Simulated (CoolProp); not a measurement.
The fluid at 309.05 K and 7.57 MPa flows at 0.16 m/s in a round tube of 100 mm bore and 15 µm roughness, fully developed (64/Re and Nu = 3.66 if laminar; Colebrook and Gnielinski if turbulent). The same conditions are run with several fluids, on thermodynamics alone (safety and materials aside).

Values from CoolProp's reference Helmholtz-energy equation of state of each fluid (R125: Lemmon 2005; R141b: Lemmon 2006; isobutane: Bücker 2006; n-pentane: Thol 2019; n-octane: Beckmüller 2019).

Rank R125, R141b, isobutane, n-pentane, n-octane by Reynolds number, highest first.

R125 (130000), isobutane (57900), n-pentane (55300), R141b (50000), n-octane (22900)

```csv
fluid,Darcy friction factor,pressure drop (Pa/m),heat-transfer coefficient (W/(m² K)),mass flow (kg/h)
R125,0.0179,2.77,333,5470
R141b,0.0214,3.37,263,5560
isobutane,0.0208,1.47,273,2500
n-pentane,0.0210,1.67,313,2810
n-octane,0.0254,2.26,229,3150
```

Transport values come from each fluid's own correlations; those of R141b, n-pentane are estimates that may be off by 10 % or more.
